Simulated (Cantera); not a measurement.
A perfectly stirred reactor is fed with 15.1 % CH3OH, 16.2 % O2, 61.0 % N2, 7.72 % H2O, at 3750 Torr; it is adiabatic with a 625 K inlet, and is followed from long to short residence time, starting on the burning branch (τ in s: 0.098, 0.032, 0.011, 0.0035, 0.0011, 0.00037, 0.00012, 4e-05, 1.3e-05).

Detailed kinetics in Cantera: GRI-Mech 3.0 (53 species, 325 reactions). GRI-Mech 3.0 was tuned for natural gas; its chemistry of methanol as a main component is partial and can be far from experiment.

One state of this run: T (K) = 2128; x CH3OH = 3.75e-6; x O2 = 0.000157; x H2O = 0.281; x CH2CO = 3.08e-8; x C2H6 = 1.02e-10; x O = 1.75e-5; x CH2O = 3.69e-6. x: mole fraction; the columns are a selection and need not sum to one.

Q: Which value of τ (s) does it belong to?
A) 0.0035
B) 1.3e-5
C) 0.011
D) 0.098

A: C, 0.011
